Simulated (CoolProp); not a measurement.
Saturation properties of octamethylcyclotetrasiloxane (D4).

Values from CoolProp's reference Helmholtz-energy equation of state, Thol 2015.

| T (K) | p (kPa) | liquid density (kg/m³) | vapour density (kg/m³) | enthalpy of vaporisation (kJ/kg) | liquid cp (kJ/(kg K)) | surface tension (mN/m) |
|---|---|---|---|---|---|---|
| 308.2 | 0.2753 | 939.2 | 0.03189 | 181.8 | 1.688 | 17.3 |
| 315.3 | 0.4409 | 931.1 | 0.04994 | 179.2 | 1.700 | 16.7 |
| 322.4 | 0.6872 | 922.9 | 0.07617 | 176.6 | 1.713 | 16.2 |
| 329.5 | 1.045 | 914.7 | 0.1134 | 174.1 | 1.726 | 15.7 |
| 336.6 | 1.552 | 906.4 | 0.1650 | 171.5 | 1.739 | 15.2 |
| 343.7 | 2.257 | 898.2 | 0.2352 | 169.0 | 1.754 | 14.6 |
| 350.8 | 3.216 | 889.8 | 0.3289 | 166.5 | 1.768 | 14.1 |
| 357.9 | 4.499 | 881.4 | 0.4517 | 164.0 | 1.783 | 13.6 |
| 365 | 6.186 | 872.9 | 0.6103 | 161.5 | 1.798 | 13.1 |
| 372.1 | 8.370 | 864.4 | 0.8120 | 159.0 | 1.814 | 12.6 |
| 379.2 | 11.16 | 855.8 | 1.065 | 156.5 | 1.829 | 12.1 |
| 386.3 | 14.66 | 847.1 | 1.379 | 154.0 | 1.845 | 11.6 |
| 393.4 | 19.02 | 838.3 | 1.764 | 151.5 | 1.862 | 11.1 |
| 400.5 | 24.38 | 829.4 | 2.232 | 149.0 | 1.878 | 10.6 |
| 407.6 | 30.90 | 820.4 | 2.794 | 146.4 | 1.895 | 10.1 |

It boils at 448.9 K under 1 atm.

Surface tension comes from a separate correlation (Mulero 2014), older than this fluid's equation and unchecked against measurements.
